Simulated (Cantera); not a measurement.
**Low-pressure radical oxidation in H2/O2**

An isothermal, constant-pressure homogeneous reactor starts with 5.57 % H2, 94.4 % O2, equivalence ratio 0.029, at 1050 K and 7.50 Torr.

Model: GRI-Mech 3.0 (53 species, 325 reactions), integrated in Cantera. Radical loss at walls, strong at low pressure, is not modelled. The temperature is held fixed by assumption; the heat of reaction is taken as removed at once.

| t (s) | x H2 | x O2 | x H2O | x OH | x HO2 |
|---|---|---|---|---|---|
| 5.00e-5 | 0.0557 | 0.944 | 1.83e-12 | 1.06e-11 | 7.05e-11 |
| 0.000182 | 0.0557 | 0.944 | 6.17e-11 | 9.17e-11 | 2.57e-10 |
| 0.000660 | 0.0557 | 0.944 | 1.98e-9 | 9.24e-10 | 9.43e-10 |
| 0.00240 | 0.0557 | 0.944 | 6.84e-7 | 2.16e-7 | 7.54e-9 |
| 0.00871 | 0.00305 | 0.911 | 0.0441 | 0.00313 | 5.01e-6 |
| 0.0316 | 0.000597 | 0.925 | 0.0531 | 0.00158 | 4.17e-6 |
| 0.115 | 0.000114 | 0.939 | 0.0566 | 0.000677 | 2.47e-6 |
| 0.417 | 9.91e-6 | 0.942 | 0.0572 | 0.000202 | 6.86e-7 |
| 1.52 | 8.91e-7 | 0.943 | 0.0573 | 6.24e-5 | 1.17e-7 |
| 5.51 | 1.15e-7 | 0.943 | 0.0573 | 2.30e-5 | 2.00e-8 |
| 20.0 | 2.06e-8 | 0.943 | 0.0573 | 9.87e-6 | 4.18e-9 |
x: mole fraction; the columns are a selection and need not sum to one.

Equilibrium at this temperature and pressure: H2 2.15e-10, O2 0.943, H2O 0.0573, OH 1.02e-6, HO2 1.47e-9 (gas phase only).
